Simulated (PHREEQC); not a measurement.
1 kg of water holding 0.09 mol KCl, 0.26 mol NaCl, 0.008 mol Na2CO3, 0.15 mol Na2SO4 and 0.0014 mol Na2B4O7 is evaporated at 30 °C; the solids stay in contact with the brine. The system is closed to CO2. The run lets Arcanite, Burkeite, Glaserite, Halite, Kalicinite, Mirabilite, Misenite, Nahcolite, Natron, Sylvite, Thenardite, Trona, Borax, Boric_acid,s, KB5O8:4H2O, K2B4O7:4H2O, NaBO2:4H2O, NaB5O8:5H2O, Teepleite precipitate or redissolve, and no other solid.

The series has 28 steps of water left (kg), from 1 to 0.005007.

Model: Pitzer model, pitzer.dat, run in PHREEQC.

Q: Which solids form, in which order, and at which step of the series does each first stand?

A: Glaserite from water left = 0.07809 kg (pH 9.55); Thenardite from water left = 0.07809 kg (pH 9.55); Halite from water left = 0.05276 kg (pH 9.50); Borax from water left = 0.01342 kg (pH 9.74); Trona from water left = 0.01342 kg (pH 9.74); Burkeite from water left = 0.01102 kg (pH 9.84).
